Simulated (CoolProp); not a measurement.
Aqueous ethylene glycol as a coolant, 32 % by mass, freezing at -16.2 °C, 1 atm.

The numbers come from the Melinder's fits for secondary coolants in CoolProp.

| T (°C) | density (kg/m³) | Prandtl number | cp (kJ/(kg K)) | conductivity (W/(m K)) |
|---|---|---|---|---|
| -14.4 | 1052 | 71.3 | 3.566 | … |
| -6.7 | … | 50.0 | 3.592 | 0.432 |
| 1 | 1048 | … | … | … |
| 8.8 | 1045 | 26.8 | … | 0.447 |
| 16.5 | 1042 | 20.6 | 3.669 | 0.454 |
| 24.2 | 1039 | 16.2 | 3.693 | 0.460 |
| 31.9 | … | … | 3.717 | 0.467 |

Problem. Complete the blanks.

Solution. 
- -14.4, conductivity (W/(m K)): 0.425
- -6.7, density (kg/m³): 1050
- 1, Prandtl number: 36.1
- 1, cp (kJ/(kg K)): 3.618
- 1, conductivity (W/(m K)): 0.439
- 8.8, cp (kJ/(kg K)): 3.644
- 31.9, density (kg/m³): 1035
- 31.9, Prandtl number: 13.0
